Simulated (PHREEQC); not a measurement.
**Sulfide liquor: speciation**

Dissolve 0.0015 mol NaHS and 0.00035 mol FeCl2 per kg of water at 90 °C. Closed to the air; pH follows from the charge balance.

Computed with PHREEQC (ion-association model, wateq4f.dat).

The pH is 7.88. The ionic strength comes out as 0.00150 mol/kgw and the total alkalinity is 1.50 meq/kg.

```tsv
species	molality	activity	log γ
Na+	0.00150	0.00143	-0.021
HS-	0.000746	0.000710	-0.022
Cl-	0.000700	0.000666	-0.022
Fe(HS)2	0.000322	0.000322	0.000
H2S	3.11e-5	3.11e-5	0.000
OH-	2.97e-5	2.83e-5	-0.022
Fe(HS)3-	2.62e-5	2.49e-5	-0.022
FeOH+	9.78e-7	9.32e-7	-0.021
Fe+2	8.70e-7	7.17e-7	-0.084
S-2	3.07e-7	2.53e-7	-0.085
```

Precipitation was switched off in this run. At this temperature some constants are extrapolated from 25 °C, and those without enthalpy data are left unchanged. The polysulfide entries of wateq4f.dat were taken out for this run.
